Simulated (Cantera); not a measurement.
## Thermodynamics of roasting and sulfation, feed MgO + H2S + H2O

Input: 1 mol MgO, 0.05 mol H2S, 4 mol H2O, held at 1423 K and 0.133 bar.

Method: chemical equilibrium by Gibbs-energy minimisation in Cantera with the NASA 1993 tables (ideal gas, pure condensed phases). Candidate condensed phases: H2O, H2SO4, Mg, MgO, Mg(OH)2, MgS, MgSO4, S; 26 gas species. Rates play no part.

```yaml
x(H2O): 0.952
x(H2): 0.0354
x(SO2): 0.0117
x(H2S): 0.000349
x(SO): 6.45e-5
x(S2): 2.53e-5
x(SH): 1.11e-5
x(H): 3.42e-6
x(OH): 2.00e-6
n(MgO(s)): 1.00 mol
gas_amount: 4.098 mol
log10 activity of S(l) (absent): -3.86
log10 activity of Mg(l) (absent): -11.54
```
